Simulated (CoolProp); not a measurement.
Properties of hydrogen chloride along the isotherm 312.65 °C (Tc = 51.5 °C, pc = 8314 kPa, ω = 0.130).

The numbers come from the reference Helmholtz-energy equation of state, Thol 2018 in CoolProp.

| p (kPa) | phase | density (kg/m³) | cp (kJ/(kg K)) | expansivity (1/kK) | fugacity coefficient |
|---|---|---|---|---|---|
| 260 | gas | 1.950 | 0.8125 | 1.719 | 0.9984 |
| 520 | gas | 3.905 | 0.8152 | 1.730 | 0.9967 |
| 779 | gas | 5.860 | 0.8179 | 1.742 | 0.9951 |
| 1040 | gas | 7.836 | ___ | 1.753 | 0.9935 |
| 1300 | gas | 9.811 | ___ | 1.765 | 0.9919 |
| 1560 | gas | 11.79 | 0.8260 | 1.776 | 0.9903 |
| 1820 | gas | 13.78 | 0.8288 | 1.787 | 0.9887 |
| 2080 | gas | 15.77 | 0.8315 | 1.799 | 0.9872 |
| 2340 | gas | 17.77 | ___ | 1.810 | 0.9856 |
| 2600 | gas | 19.77 | 0.8371 | 1.822 | 0.9840 |
| 2860 | gas | 21.79 | 0.8399 | 1.833 | 0.9825 |
| 3120 | gas | 23.80 | ___ | 1.844 | 0.9810 |
| 3380 | gas | 25.82 | 0.8454 | 1.856 | 0.9794 |
| 3640 | gas | 27.85 | 0.8482 | 1.867 | 0.9779 |
| 3900 | gas | 29.88 | ___ | 1.878 | 0.9764 |
| 4160 | gas | 31.92 | 0.8538 | 1.889 | 0.9749 |

Fill in the missing entries.


- 1040, cp (kJ/(kg K)): 0.8206
- 1300, cp (kJ/(kg K)): 0.8233
- 2340, cp (kJ/(kg K)): 0.8343
- 3120, cp (kJ/(kg K)): 0.8426
- 3900, cp (kJ/(kg K)): 0.8510
